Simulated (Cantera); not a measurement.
A perfectly stirred reactor is fed with 41.7 % CH4, 58.3 % CO2, at 16.0 bar; it is held at 1848 K, and followed from long to short residence time.

Detailed kinetics in Cantera: GRI-Mech 3.0 (53 species, 325 reactions). The pressure lies above the range GRI-Mech 3.0 was tuned for (to about 10 atm).

Problem. Predict: x(CH4) at τ = 0.730 s; x(CO2) at τ = 0.730 s; x(H2O) at τ = 0.730 s; x(CH3) at τ = 0.730 s; x(C2H6) at τ = 0.730 s; x(CH4) at τ = 14.0 ms; x(CO2) at τ = 14.0 ms; x(H2O) at τ = 14.0 ms; x(CH3) at τ = 14.0 ms; x(C2H6) at τ = 14.0 ms.

Solution. 
```
Quantity                   Value
----------------------  --------
x(CH4) at τ = 0.730 s     0.0122
x(CO2) at τ = 0.730 s     0.0316
x(H2O) at τ = 0.730 s     0.0869
x(CH3) at τ = 0.730 s    5.48e-5
x(C2H6) at τ = 0.730 s   3.80e-6
x(CH4) at τ = 14.0 ms     0.0437
x(CO2) at τ = 14.0 ms      0.106
x(H2O) at τ = 14.0 ms      0.184
x(CH3) at τ = 14.0 ms   0.000243
x(C2H6) at τ = 14.0 ms   5.96e-5
```
